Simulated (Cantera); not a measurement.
A closed system holds: 1 mol SiHCl3, 0.9 mol NH3, equilibrated at 1198.15 K and 0.308 Torr.

Cantera equilibrium calculation (NASA polynomials, part measured and part estimated; ideal gas, pure solids and liquids). Candidate condensed phases: NH4Cl, Si, Si3N4; 28 gas species. The tables' values for SiCl3 are old estimates; treat these amounts as uncertain. The numbers say what is thermodynamically allowed, not how fast it happens.

**Question.** What is the equilibrium state?

**Answer.** 
- x(HCl) = 0.502
- x(H2) = 0.339
- x(SiCl4) = 0.0813
- x(SiCl2) = 0.0360
- x(N2) = 0.0222
- x(SiCl3) = 0.0182
- x(SiHCl3) = 0.00148
- x(Cl) = 7.03e-6
- x(H) = 5.48e-6
- n(Si3N4(s)) = 0.190 mol
- gas amount = 3.132 mol
- log10 activity of Si(s) (absent) = -1.69
